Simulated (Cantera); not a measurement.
Mixture: CH4 : O2 : N2 = 1 : 3.7 : 19.6 (molar parts), at 0.300 bar, adiabatic and at constant pressure. Ignition delay is the time to a rise of 400 K.

Model: GRI-Mech 3.0 (53 species, 325 reactions), integrated in Cantera.

Question: Predict: delay at 1275 K; delay at 1375 K; delay at 1475 K; delay at 1575 K; delay at 1675 K; apparent activation energy between 1575 and 1675 K.

Answer: 
| Property | Value |
|---|---|
| delay at 1275 K | 39.8 ms |
| delay at 1375 K | 11.4 ms |
| delay at 1475 K | 4.11 ms |
| delay at 1575 K | 1.79 ms |
| delay at 1675 K | 0.887 ms |
| apparent activation energy between 1575 and 1675 K | 150 kJ/mol |
